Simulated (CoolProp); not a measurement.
Vapour pressure (bar) of CF4 (R14): the reference equation beside estimates from Tc = 227.4 K, pc = 37.62 bar, ω = 0.178. Clausius-Clapeyron is anchored at 162.5 K with a constant enthalpy of vaporisation of 10.91 kJ/mol.

The numbers come from the reference Helmholtz-energy equation of state, Platzer 1990 in CoolProp. This equation is an older, rougher fit; its heat capacities, sound speeds and derivatives of the liquid may be far off and weren't checked against measurements.

```json
[
 {"T (K)": "156.3", "reference": "2.092", "Lee-Kesler": "2.105", "Clausius-Clapeyron": "2.163", "van der Waals": "6.868", "Redlich-Kwong": "2.815", "Soave-Redlich-Kwong": "2.104", "Peng-Robinson": "2.103"},
 {"T (K)": "162.5", "reference": "2.980", "Lee-Kesler": "3.009", "Clausius-Clapeyron": "2.980", "van der Waals": "8.373", "Redlich-Kwong": "3.907", "Soave-Redlich-Kwong": "3.008", "Peng-Robinson": "2.994"},
 {"T (K)": "168.7", "reference": "4.128", "Lee-Kesler": "4.175", "Clausius-Clapeyron": "4.011", "van der Waals": "10.08", "Redlich-Kwong": "5.274", "Soave-Redlich-Kwong": "4.179", "Peng-Robinson": "4.146"},
 {"T (K)": "174.9", "reference": "5.578", "Lee-Kesler": "5.645", "Clausius-Clapeyron": "5.284", "van der Waals": "11.99", "Redlich-Kwong": "6.948", "Soave-Redlich-Kwong": "5.661", "Peng-Robinson": "5.605"},
 {"T (K)": "181.1", "reference": "7.376", "Lee-Kesler": "7.464", "Clausius-Clapeyron": "6.833", "van der Waals": "14.13", "Redlich-Kwong": "8.961", "Soave-Redlich-Kwong": "7.503", "Peng-Robinson": "7.419"},
 {"T (K)": "187.3", "reference": "9.570", "Lee-Kesler": "9.676", "Clausius-Clapeyron": "8.686", "van der Waals": "16.48", "Redlich-Kwong": "11.34", "Soave-Redlich-Kwong": "9.752", "Peng-Robinson": "9.636"},
 {"T (K)": "193.5", "reference": "12.21", "Lee-Kesler": "12.33", "Clausius-Clapeyron": "10.87", "van der Waals": "19.07", "Redlich-Kwong": "14.13", "Soave-Redlich-Kwong": "12.46", "Peng-Robinson": "12.31"},
 {"T (K)": "199.7", "reference": "15.36", "Lee-Kesler": "15.48", "Clausius-Clapeyron": "13.42", "van der Waals": "21.90", "Redlich-Kwong": "17.34", "Soave-Redlich-Kwong": "15.67", "Peng-Robinson": "15.50"}
]
```

Absolute difference from the reference over all 8 rows, mean and median: Lee-Kesler 1.0 and 1.0 %, Clausius-Clapeyron 6.5 and 6.3 %, van der Waals 116.4 and 103.3 %, Redlich-Kwong 23.3 and 23.0 %, Soave-Redlich-Kwong 1.5 and 1.6 %, Peng-Robinson 0.6 and 0.6 %.
